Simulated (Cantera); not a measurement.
A Cantera script and what it prints.

```python
import numpy as np
import cantera as ct

gas_names = """
    B BCL BCL2 BCL3 BH BH2 BH3 BN BO BOCL BO2 B2 B2O B2O2 B2O3 B3O3CL3 B3O3H3 CL CLO CL2 H HBO HBO2 HCL
    HNO HNO2 HNO3 HOCL HO2 H2 H2O H2O2 H3B3O6 N NH NH2 NH3 NH2OH NO NO2 NO3 N2 N2H2 N2H4 N2O O OH O2 O3
""".split()
cond_names = """
    B(b) B(L) BN(s) B2O3(L) B3O3H3(cr) H2O(s) H2O(L) NH4CL(a) NH4CL(b)
""".split()


def load(file, names, dense=False):
    # The tables refer to 1 bar. Condensed volumes are neglected.
    table = {s.name: s for s in ct.Species.list_from_file(file)}
    out = []
    for n in names:
        d = dict(table[n].input_data)
        d["thermo"] = dict(d["thermo"], **{"reference-pressure": 1e5})
        if dense:
            d["equation-of-state"] = {"model": "constant-volume", "density": "1e6 g/cm^3"}
        out.append(ct.Species.from_dict(d))
    return out


gas = ct.Solution(thermo="ideal-gas", species=load("nasa_gas.yaml", gas_names))
cond = {s.name: ct.Solution(thermo="fixed-stoichiometry", species=[s], name=s.name)
        for s in load("nasa_condensed.yaml", cond_names, dense=True)}
atoms = {
    'BCl3': {'B': 1, 'CL': 3},
    'H2O': {'H': 2, 'O': 1},
    'N2': {'N': 2},
}
top_T = {'BN(s)': 3200}  # K; cautious upper limits of use, not melting points


def equilibrate(T, P, feed):
    n = {}
    for name, mol in feed.items():
        for a, k in atoms[name].items():
            n[a] = n.get(a, 0.0) + k * mol
    gas.TPX = T, P, n
    mass = sum(n.values()) * gas.mean_molecular_weight
    gas.equilibrate("TP")
    valid = [c for c in cond.values() if c.min_temp <= T <= top_T.get(c.name, c.max_temp)]
    mix = ct.Mixture([(gas, mass / gas.mean_molecular_weight)] + [(c, 0.0) for c in valid])
    mix.T, mix.P = T, P
    mix.equilibrate("TP", solver="vcs", rtol=1e-11, max_steps=5000)
    return mix


results = []
feed = {'BCl3': 1, 'H2O': 0.35, 'N2': 0.14}  # mol
T = 1025  # K
P = 26  # Pa
mix = equilibrate(T, P, feed)
results.append((T, P, feed, dict(zip(mix.species_names, mix.species_moles))))
print(gas.report(threshold=1e-06))
for i in range(1, mix.n_phases):
    print(f"{mix.phase(i).name:16s} {mix.phase_moles(i):12.5e} mol")
```

It prints:

```
       temperature   1025 K
          pressure   26 Pa
           density   0.00024187 kg/m^3
  mean mol. weight   79.279 kg/kmol
   phase of matter   gas

                          1 kg             1 kmol
                     ---------------   ---------------
          enthalpy       -3.5194e+06       -2.7902e+08  J
   internal energy       -3.6269e+06       -2.8754e+08  J
           entropy            4946.5        3.9216e+05  J/K
    Gibbs function       -8.5896e+06       -6.8098e+08  J
 heat capacity c_p            796.84             63173  J/K
 heat capacity c_v            691.96             54858  J/K

                      mass frac. Y      mole frac. X     chem. pot. / RT
                     ---------------   ---------------   ---------------
              BCL3           0.59782           0.40453           -95.806
              BOCL        9.2885e-05        0.00011828           -86.148
           B3O3CL3           0.17096          0.072568           -258.44
                CL        1.2629e-05        2.8243e-05           -25.784
               HCL           0.20033           0.43561           -44.258
                H2        3.7489e-07        1.4742e-05           -36.947
                N2          0.030788          0.087129           -35.621
     [  +42 minor]         9.506e-07         1.242e-06

B(b)              0.00000e+00 mol
BN(s)             0.00000e+00 mol
B2O3(L)           0.00000e+00 mol
B3O3H3(cr)        0.00000e+00 mol
```

These are equilibrium values from Cantera (NASA tables, ideal gas, pure condensed phases), not measurements of a reactor. The tables' values for BOCl are old estimates; treat these amounts as uncertain.
